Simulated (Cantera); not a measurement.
Input (Python, Cantera) and output of one run.

```python
import numpy as np
import cantera as ct

gas_names = """
    F FO FO2 F2 F2O H HF HOF HO2 H2 H2F2 H2O H2O2 H3F3 H4F4 H5F5 H6F6 H7F7 Mg MgF MgF2 MgH MgO MgOH
    MgO2H2 Mg2 Mg2F4 O OH O2 O3
""".split()
cond_names = """
    H2O(s) H2O(L) Mg(cr) Mg(L) MgF2(s) MgF2(L) MgO(s) MgO(L) MgO2H2(s)
""".split()


# ... load() reads the species with a 1 bar reference pressure and builds the phases ...
atoms = {
    'MgO': {'Mg': 1, 'O': 1},
    'HF': {'H': 1, 'F': 1},
    'H2': {'H': 2},
}
top_T = {}  # K; cautious upper limits of use, not melting points


# ... equilibrate(T, P, feed) seeds the gas with the atoms and calls Mixture.equilibrate('TP', solver="vcs", rtol=1e-11, max_steps=5000) ...
results = []
feed = {'MgO': 1, 'HF': 6.8, 'H2': 13}  # mol
P = 34000  # Pa
for T in [948, 1048, 1148, 1248, 1348, 1448, 1548, 1648, 1748, 1848, 1948]:
    mix = equilibrate(T, P, feed)
    results.append((T, P, feed, dict(zip(mix.species_names, mix.species_moles))))

top = {s: max(r[3][s] / sum(r[3][g] for g in gas_names) for r in results) for s in gas_names}
cols = sorted((s for s in top if top[s] > 0.0001), key=lambda s: -top[s])[:6]
seen = [c for c in cond_names if any(r[3].get(c, 0) > 1e-12 for r in results)]
print("log10 of partial pressures in bar; condensed amounts in mol")
print(f"{'T/K':>10s}" + "".join(f"{s[:9]:>10s}" for s in cols + seen))
for T, P, feed, n in results:
    ng = sum(n[g] for g in gas_names)
    print(f"{T:10.4g}" + "".join(f"{np.log10(max(n[s] / ng * P / 1e5, 1e-99)):10.3f}" for s in cols)
          + "".join(f"{n.get(c, 0):10.4g}" for c in seen))
```

Output:

```
log10 of partial pressures in bar; condensed amounts in mol
       T/K        H2        HF       H2O      MgF2         H       MgF   MgF2(s)   MgF2(L)    MgO(s)
       948    -0.629    -1.061    -1.743   -11.935    -9.595   -19.426         1         0         0
      1048    -0.629    -1.061    -1.743    -9.921    -8.426   -16.283         1         0         0
      1148    -0.629    -1.061    -1.743    -8.268    -7.459   -13.699         1         0         0
      1248    -0.629    -1.061    -1.743    -6.888    -6.645   -11.540         1         0         0
      1348    -0.629    -1.061    -1.743    -5.721    -5.950    -9.710    0.9999         0         0
      1448    -0.629    -1.061    -1.743    -4.722    -5.350    -8.141     0.999         0         0
      1548    -0.629    -1.062    -1.743    -3.874    -4.826    -6.797         0    0.9926         0
      1648    -0.630    -1.062    -1.743    -3.242    -4.365    -5.730         0    0.9681         0
      1748    -0.632    -1.061    -1.756    -2.689    -3.957    -4.795         0    0.8622   0.02242
      1848    -0.645    -1.024    -1.917    -2.201    -3.598    -4.008         0    0.3262    0.3056
      1948    -0.653    -1.026    -1.939    -1.958    -3.273    -3.460         0         0    0.3279
```

Method: chemical equilibrium by Gibbs-energy minimisation in Cantera with the NASA 1993 tables (ideal gas, pure condensed phases). Mutual solubility and eutectic melting of coexisting phases are not modelled.
